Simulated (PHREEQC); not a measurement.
Synthetic water in mg/L, 25 °C, pH 3.28, pe 11.7:

```tsv
constituent	mg/L
Na	43.5
K	43.4
Ca	64.9
Mg	9.07
Cl	40
S(6) as SO4	335
Si as SiO2	2.3
Zn	8.09
Sr	1.18
Cd	3.38
B	0.0351
```

Valence states are taken as typed.

Computed with PHREEQC (ion-association model, wateq4f.dat).

This is a speciation only: nothing precipitates in the calculation.

Q: Order these Zn species by the share of Zn that they hold, largest first: ZnSO4, Zn+2, ZnCl+, Zn(SO4)2-2.

A: Zn+2 (77 %), ZnSO4 (22 %), Zn(SO4)2-2 (0.53 %), ZnCl+ (0.15 %)

The pH is 3.28 and the ionic strength 0.0117 mol/kgw.
